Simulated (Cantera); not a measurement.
A Cantera script and what it prints.

```python
import numpy as np
import cantera as ct

gas_names = """
    Electron H H+ H- HO2 H2 H2+ H2- H2O H2O+ H2O2 H2S H2SO4 H3O+ O O+ O- OH OH+ OH- O2 O2+ O2- O3 S S+
    S- SH SO SO2 SO3 S2 S2O S8
""".split()
cond_names = """
    H2O(s) H2O(L) H2SO4(L) S(cr1) S(cr2) S(L)
""".split()


# ... load() reads the species with a 1 bar reference pressure and builds the phases ...
atoms = {
    'H2O': {'H': 2, 'O': 1},
    'SO2': {'S': 1, 'O': 2},
    'O2': {'O': 2},
}
top_T = {}  # K; cautious upper limits of use, not melting points


# ... equilibrate(T, P, feed) seeds the gas with the atoms and calls Mixture.equilibrate('TP', solver="vcs", rtol=1e-11, max_steps=5000) ...
results = []
feed = {'H2O': 1, 'SO2': 0.11, 'O2': 0.074}  # mol
P = 46000  # Pa
for T in [2000, 2500, 3000, 3500, 4000, 4500, 5000]:
    mix = equilibrate(T, P, feed)
    results.append((T, P, feed, dict(zip(mix.species_names, mix.species_moles))))

top = {s: max(r[3][s] / sum(r[3][g] for g in gas_names) for r in results) for s in gas_names}
cols = sorted((s for s in top if top[s] > 1e-06), key=lambda s: -top[s])[:7]
seen = [c for c in cond_names if any(r[3].get(c, 0) > 1e-12 for r in results)]
print("log10 of partial pressures in bar; condensed amounts in mol")
print(f"{'T/K':>10s}" + "".join(f"{s[:9]:>10s}" for s in cols + seen))
for T, P, feed, n in results:
    ng = sum(n[g] for g in gas_names)
    print(f"{T:10.4g}" + "".join(f"{np.log10(max(n[s] / ng * P / 1e5, 1e-99)):10.3f}" for s in cols)
          + "".join(f"{n.get(c, 0):10.4g}" for c in seen))
```

It prints:

```
log10 of partial pressures in bar; condensed amounts in mol
       T/K       H2O         H         O        OH        H2       SO2        O2
      2000    -0.414    -4.379    -3.948    -2.613    -3.180    -1.371    -1.547
      2500    -0.450    -2.556    -2.601    -1.777    -1.914    -1.397    -1.525
      3000    -0.648    -1.447    -1.651    -1.283    -1.292    -1.582    -1.411
      3500    -1.263    -0.848    -1.054    -1.210    -1.238    -2.204    -1.494
      4000    -2.417    -0.638    -0.815    -1.608    -1.680    -3.389    -1.976
      4500    -3.682    -0.592    -0.759    -2.167    -2.262    -4.767    -2.610
      5000    -4.782    -0.582    -0.747    -2.675    -2.781    -6.002    -3.184
```

Method: chemical equilibrium by Gibbs-energy minimisation in Cantera with the NASA 1993 tables (ideal gas, pure condensed phases).
